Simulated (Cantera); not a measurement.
A closed system holds: 1 mol borazine, 1.2 mol H2O, 4.7 mol N2, at 10.0 mbar.

Cantera equilibrium calculation (NASA polynomials, part measured and part estimated; ideal gas, pure solids and liquids). Candidate condensed phases: B, BN, B2O3, B3O3H3, H2O; 39 gas species. The feed counts by its element totals alone. Mutual solubility and eutectic melting of coexisting phases are not modelled. The numbers say what is thermodynamically allowed, not how fast it happens.

### Question
Which condensed phases are stable at each of these points (T (K)): 1373, 1398, 1423, 1448, 1473, 1498, 1523, 1548, 1573, 1598, 1623, 1648?

### Answer
```csv
T (K),condensed phases,B condensed (%)
1373,BN(s) + B2O3(l),99.3
1398,BN(s) + B2O3(l),99.0
1423,BN(s) + B2O3(l),98.6
1448,BN(s) + B2O3(l),98.0
1473,BN(s) + B2O3(l),97.2
1498,BN(s) + B2O3(l),96.1
1523,BN(s) + B2O3(l),94.4
1548,BN(s) + B2O3(l),91.9
1573,BN(s) + B2O3(l),88.3
1598,BN(s) + B2O3(l),83.0
1623,BN(s) + B2O3(l),75.1
1648,BN(s),72.5
```

From 1373 K to 1623 K the condensed part is BN(s) + B2O3(l). At 1648 K the condensed part is BN(s).
